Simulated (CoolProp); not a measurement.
A single-stage vapour-compression cycle with toluene: evaporating at 320.15 K (dew point), condensing at 387.15 K (bubble point), superheat 5 K, subcooling 0 K, compressor efficiency 0.65, no pressure losses. Each further row changes one setting.

Values from CoolProp's reference Helmholtz-energy equation of state, Lemmon 2006. It is a short technical equation, of lower accuracy than the large ones.

```json
[
 {"case": "as stated", "cooling COP": "2.49", "pressure ratio": "10.3", "discharge temperature (K)": "408.4", "refrigerating effect (kJ/kg)": "279", "volumetric capacity (kJ/m³)": "104"},
 {"case": "evaporating temperature 325.15 K", "cooling COP": "2.78", "pressure ratio": "8.34", "discharge temperature (K)": "406.1", "refrigerating effect (kJ/kg)": "285", "volumetric capacity (kJ/m³)": "129"},
 {"case": "condensing temperature 382.15 K", "cooling COP": "2.75", "pressure ratio": "8.97", "discharge temperature (K)": "403.5", "refrigerating effect (kJ/kg)": "289", "volumetric capacity (kJ/m³)": "107"},
 {"case": "subcooling 5 K", "cooling COP": "2.58", "pressure ratio": "10.3", "discharge temperature (K)": "408.4", "refrigerating effect (kJ/kg)": "289", "volumetric capacity (kJ/m³)": "107"},
 {"case": "superheat 15 K", "cooling COP": "2.52", "pressure ratio": "10.3", "discharge temperature (K)": "418.5", "refrigerating effect (kJ/kg)": "292", "volumetric capacity (kJ/m³)": "105"},
 {"case": "compressor efficiency 0.55", "cooling COP": "2.11", "pressure ratio": "10.3", "discharge temperature (K)": "421.2", "refrigerating effect (kJ/kg)": "279", "volumetric capacity (kJ/m³)": "104"}
]
```
